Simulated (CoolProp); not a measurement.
CHF3 (R23) along the isotherm 118.75 °C: fugacity coefficient from the reference equation and from simpler models built on Tc = 26.1 °C, pc = 4.832 MPa, ω = 0.263; each cubic takes its own stable root.

Computed with CoolProp (reference Helmholtz-energy equation of state, Penoncello 2003).

```tsv
p (MPa)	phase	reference
5.37	supercritical	0.8571
10.7	supercritical	0.7388
16.1	supercritical	0.6495
21.5	supercritical	0.5912
26.8	supercritical	0.5560
32.2	supercritical	0.5350
37.6	supercritical	0.5241
42.9	supercritical	0.5204
48.3	supercritical	0.5222
```

Task: How far does each simpler model (van der Waals, Redlich-Kwong, Soave-Redlich-Kwong, Peng-Robinson) lie from the reference over these 9 states: mean and median of the absolute difference, and the worst?

Result: 
- van der Waals: mean 5.1 %, median 6.0 %, worst +10.6 % at 118.75 °C and 48.3 MPa
- Redlich-Kwong: mean 1.9 %, median 1.9 %, worst -3.5 % at 118.75 °C and 16.1 MPa
- Soave-Redlich-Kwong: mean 13.4 %, median 14.3 %, worst +23.2 % at 118.75 °C and 48.3 MPa
- Peng-Robinson: mean 3.6 %, median 3.8 %, worst +6.5 % at 118.75 °C and 48.3 MPa
